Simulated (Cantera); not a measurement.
A closed system holds: 1 mol Fe(CO)₅, 6.9 mol H₂, held at 1450 K and 0.510 bar.

Method: chemical equilibrium by Gibbs-energy minimisation in Cantera with the NASA 1993 tables (ideal gas, pure condensed phases). Candidate condensed phases: C, C₆H₆, C₇H₈, C₈H₁₈, Fe, Fe(CO)₅, FeO, Fe(OH)₂, Fe(OH)₃, Fe₂O₃, Fe₃O₄, H₂O; 114 gas species. The numbers say what is thermodynamically allowed, not how fast it happens.

Base state: H₂ 0.579, CO 0.420, CH₄ 0.000475, H₂O 0.000368, CO₂ 0.000112, H 1.01e-5 (mole fractions); condensed: Fe(γ).

Question: What changes in the equilibrium state with this change: Fe(CO)₅ replaced by PbO?

Answer: 
| species | before | after |
|---|---|---|
| H₂ | 0.579 | 0.830 |
| H₂O | 0.000368 | 0.141 |
| Pb | 0 | 0.0292 |
| CO | 0.420 | 0 |
| CH₄ | 0.000475 | 0 |
| CO₂ | 0.000112 | 0 |
| H | 1.01e-5 | 1.21e-5 |
| Fe(γ), mol | 1.000 | 0 |
| Pb(l), mol | 0 | 0.792 |
Further candidate phases: Pb, PbO, PbO₂, Pb₃O₄.
